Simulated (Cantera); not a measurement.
Mixture: C₃H₈ : O₂ : N₂ = 1 : 3.85 : 14.5 (molar parts), at 0.390 bar, adiabatic and at constant volume. Ignition delay is the time to a rise of 400 K.

Model: GRI-Mech 3.0 (53 species, 325 reactions), integrated in Cantera. GRI-Mech 3.0 was tuned for natural gas; its chemistry of propane as a main component is partial and can be far from experiment.

Task: What does this change do: pressure from 0.390 bar to 18.0 bar?

Result: 
```csv
quantity,before,after
delay at 1275 K,2.19 ms,0.297 ms
delay at 1425 K,0.277 ms,32.0 µs
delay at 1575 K,75.1 µs,6.04 µs
delay at 1725 K,32.5 µs,1.88 µs
apparent activation energy between 1650 and 1800 K,110 kJ/mol,160 kJ/mol
```
The pressure lies above the range GRI-Mech 3.0 was tuned for (to about 10 atm).
